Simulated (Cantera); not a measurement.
A freely propagating, adiabatic, planar premixed flame of CH3OH : O2 : N2 = 1 : 1.67 : 6.27 (molar parts), equivalence ratio 0.90, unburnt at 625 K and 3.20 bar; mixture-averaged transport, grid criteria slope 0.08 and curve 0.16, no radiation.

Cantera simulation using GRI-Mech 3.0 (53 species, 325 reactions); the numbers are that mechanism's predictions, not measurements. GRI-Mech 3.0 was tuned for natural gas; its chemistry of methanol as a main component is partial and can be far from experiment. Burning velocities carry a grid error of a few per cent, more on coarse grids.

Question: Predict: laminar burning velocity; thermal thickness; peak x(H2); peak x(HCN); peak x(O).

Answer: 
```json
{
  "laminar_burning_velocity": "98.4 cm/s",
  "thermal_thickness": "0.111 mm",
  "peak x(H2)": "0.0229",
  "peak x(HCN)": "8.61e-8",
  "peak x(O)": "0.00372"
}
```
